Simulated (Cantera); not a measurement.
# Equilibrium for calcination and drying: Ca(OH)2 + H2O

Feed: 1 mol Ca(OH)2, 0.27 mol H2O, held at 13.3 mbar.

Method: chemical equilibrium by Gibbs-energy minimisation in Cantera with the NASA 1993 tables (ideal gas, pure condensed phases). Candidate condensed phases: Ca, CaO, Ca(OH)2, H2O; 14 gas species. Rates play no part.

From 802 °C to 1902 °C the condensed part is CaO(s).

| T (°C) | x H2O | x H2 | x OH | x O2 | x H | n CaO(s) |
|---|---|---|---|---|---|---|
| 802 | 1.000 | 4.23e-6 | 2.34e-7 | 2.06e-6 | 2.61e-10 | 1.00 |
| 902 | 1.000 | 2.06e-5 | 1.63e-6 | 9.89e-6 | 4.82e-9 | 1.00 |
| 1002 | 1.000 | 7.84e-5 | 8.38e-6 | 3.71e-5 | 5.65e-8 | 1.00 |
| 1102 | 1.000 | 0.000247 | 3.40e-5 | 0.000115 | 4.66e-7 | 1.00 |
| 1202 | 0.999 | 0.000667 | 0.000114 | 0.000305 | 2.90e-6 | 1.00 |
| 1302 | 0.997 | 0.00159 | 0.000327 | 0.000715 | 1.43e-5 | 1.000 |
| 1402 | 0.994 | 0.00342 | 0.000827 | 0.00151 | 5.88e-5 | 1.000 |
| 1502 | 0.988 | 0.00673 | 0.00188 | 0.00292 | 0.000206 | 1.000 |
| 1602 | 0.978 | 0.0123 | 0.00390 | 0.00526 | 0.000630 | 1.000 |
| 1702 | 0.960 | 0.0211 | 0.00747 | 0.00886 | 0.00172 | 1.000 |
| 1802 | 0.933 | 0.0339 | 0.0133 | 0.0141 | 0.00425 | 1.000 |
| 1902 | 0.892 | 0.0516 | 0.0223 | 0.0212 | 0.00961 | 0.999 |
x: gas mole fraction; n: condensed amount in mol.
